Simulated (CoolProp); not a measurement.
The fluid at 357.93 K and 1.36 MPa is compressed adiabatically to 5.69 MPa with isentropic efficiency 0.6. The same conditions are run with several fluids, on thermodynamics alone (safety and materials aside).

The numbers come from the reference Helmholtz-energy equation of state of each fluid (R410A: Lemmon 2003; nitrogen: Span 2000; carbonyl sulfide: Lemmon 2006) in CoolProp. Blends and air are pseudo-pure fits.

Question: Rank R410A, nitrogen, carbonyl sulfide by work (kJ/kg), highest first.

Answer: nitrogen (317), carbonyl sulfide (120), R410A (94.0)

| fluid | final temperature (K) | final phase | final density (kg/m³) |
|---|---|---|---|
| R410A | 470.4 | supercritical | 121 |
| nitrogen | 654.2 | supercritical | 28.6 |
| carbonyl sulfide | 528.7 | gas | 86.6 |
